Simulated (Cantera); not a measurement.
## Hydrocarbon pyrolysis for carbon deposition

An isothermal, constant-pressure homogeneous reactor starts with C₂H₄ : H₂ = 1 : 21 (molar parts), at 1825 K and 0.00227 atm.

Computed with Cantera and GRI-Mech 3.0 (53 species, 325 reactions). GRI-Mech 3.0 was tuned for natural gas; its chemistry of ethylene as a main component is partial and can be far from experiment. GRI-Mech 3.0 stops at C3 and has no aromatics, soot or wall deposition, so with more carbon than oxygen in the feed, carbon stays in small species such as C2H2 where larger ones or solid carbon would form. Radical loss at walls, strong at low pressure, is not modelled.

| t (s) | x C₂H₄ | x H₂ | x C₂H | x C₂H₆ | x CH₂ |
|---|---|---|---|---|---|
| 0.000200 | 0.0453 | 0.955 | <1e-12 | 9.37e-10 | 1.45e-11 |
| 0.000678 | 0.0448 | 0.955 | 1.06e-11 | 3.64e-9 | 1.18e-10 |
| 0.00230 | 0.0434 | 0.955 | 1.20e-10 | 7.07e-9 | 5.72e-10 |
| 0.00779 | 0.0387 | 0.955 | 1.30e-9 | 7.38e-9 | 1.88e-9 |
| 0.0264 | 0.0257 | 0.955 | 1.14e-8 | 5.51e-9 | 3.86e-9 |
| 0.0894 | 0.00540 | 0.956 | 5.31e-8 | 1.40e-9 | 1.89e-9 |
| 0.303 | 1.70e-5 | 0.956 | 1.53e-7 | 6.00e-12 | 2.60e-11 |
| 1.03 | 5.78e-6 | 0.955 | 4.73e-7 | 3.19e-12 | 1.12e-10 |
| 3.48 | 3.12e-6 | 0.953 | 1.45e-6 | 2.12e-12 | 9.87e-10 |
| 11.8 | 2.04e-6 | 0.949 | 3.29e-6 | 1.32e-12 | 7.77e-9 |
| 40.0 | 1.85e-6 | 0.948 | 3.99e-6 | 2.30e-12 | 2.70e-8 |
x: mole fraction; the columns are a selection and need not sum to one.

Equilibrium at this temperature and pressure: C₂H₄ 1.85e-6, H₂ 0.948, C₂H 3.99e-6, C₂H₆ 4.58e-12, CH₂ 4.42e-8 (gas phase only).
